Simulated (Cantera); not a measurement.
Feed: 1 mol c-C4F8, 0.96 mol CH4, 1.4 mol H2, equilibrated at 1.70 Pa.

Cantera equilibrium calculation (NASA polynomials, part measured and part estimated; ideal gas, pure solids and liquids). Candidate condensed phases: C, C6H6, C7H8, C8H18; 95 gas species. The feed counts by its element totals alone. Gases not in the tables: C2F6 and larger saturated fluorocarbons. Equilibrium is a limit: real reactors are often held back by kinetics, nucleation or transport.

At 1277 °C, list the 4 most abundant gas species with their mole fractions, and the condensed phases.

HF 0.944, CF4 0.0441, F 0.00774, CF2 0.00448. Condensed: C(graphite).
